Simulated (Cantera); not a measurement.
Cantera run, input and output.

```python
import numpy as np
import cantera as ct

gas = ct.Solution("gri30.yaml")
gas.TPX = 1998, 130, {'CH4': 0.72, 'H2': 15}
reactor = ct.IdealGasConstPressureReactor(gas, energy="off", clone=False)
net = ct.ReactorNet([reactor])
net.rtol, net.atol = 1e-08, 1e-18
show = ['CH4', 'H2', 'C2H4', 'C2H', 'CH3', 'H']
times = np.geomspace(9e-05, 10, 10)

steps = ct.SolutionArray(gas, extra=["t"])
rows = []
print(f"{'t/s':>10s}{'T/K':>9s}{'P/Pa':>11s}" + "".join(f"{s:>11s}" for s in show))
for t in times:
    while net.time < t:
        t_next = net.step()
        steps.append(gas.state, t=t_next)
    rows.append([np.interp(t, steps.t, y) for y in (steps.T, steps.P, *steps(*show).X.T)])
    print(f"{t:10.3e}{rows[-1][0]:9.1f}{rows[-1][1]:11.4g}" + "".join(f"{x:11.3e}" for x in rows[-1][2:]))
rate = np.gradient(steps.T, steps.t)
print("integrator steps:", len(steps.t))
if steps.T.max() > steps.T[0] + 200:
    print(f"time of steepest temperature rise: {steps.t[rate.argmax()]:.4e} s")
gas.TPX = 1998, 130, {'CH4': 0.72, 'H2': 15}
gas.equilibrate("TP")
print(f"equilibrium (TP): T = {gas.T:.1f} K  " + "  ".join(f"{s} {gas[s].X[0]:.3e}" for s in show))
```

Result:

```
       t/s      T/K       P/Pa        CH4         H2       C2H4        C2H        CH3          H
 9.000e-05   1998.0        130  4.580e-02  9.542e-01  1.096e-12  1.011e-22  4.996e-06  5.085e-06
 3.273e-04   1998.0        130  4.578e-02  9.542e-01  1.060e-10  1.380e-19  1.799e-05  1.865e-05
 1.190e-03   1998.0        130  4.573e-02  9.541e-01  8.194e-09  1.628e-16  6.488e-05  6.830e-05
 4.327e-03   1998.0        130  4.555e-02  9.540e-01  4.426e-07  1.397e-13  2.343e-04  2.489e-04
 1.573e-02   1998.0        130  4.487e-02  9.534e-01  1.673e-05  1.053e-10  8.393e-04  9.073e-04
 5.721e-02   1998.0        130  4.103e-02  9.521e-01  1.930e-04  4.469e-08  2.721e-03  3.228e-03
 2.080e-01   1998.0        130  2.146e-02  9.589e-01  1.359e-04  1.280e-06  2.901e-03  6.621e-03
 7.563e-01   1998.0        130  4.341e-03  9.661e-01  1.058e-05  3.479e-06  8.298e-04  9.389e-03
 2.750e+00   1998.0        130  4.561e-04  9.636e-01  7.971e-07  5.914e-06  1.335e-04  1.432e-02
 1.000e+01   1998.0        130  3.813e-05  9.558e-01  3.679e-07  9.433e-06  1.767e-05  2.248e-02
integrator steps: 1209
equilibrium (TP): T = 1998.0 K  CH4 2.652e-06  H2 9.352e-01  C2H4 1.763e-07  C2H 1.840e-05  CH3 2.421e-06  H 4.334e-02
```

Computed with Cantera and GRI-Mech 3.0 (53 species, 325 reactions). GRI-Mech 3.0 stops at C3 and has no aromatics, soot or wall deposition, so with more carbon than oxygen in the feed, carbon stays in small species such as C2H2 where larger ones or solid carbon would form. Radical loss at walls, strong at low pressure, is not modelled.
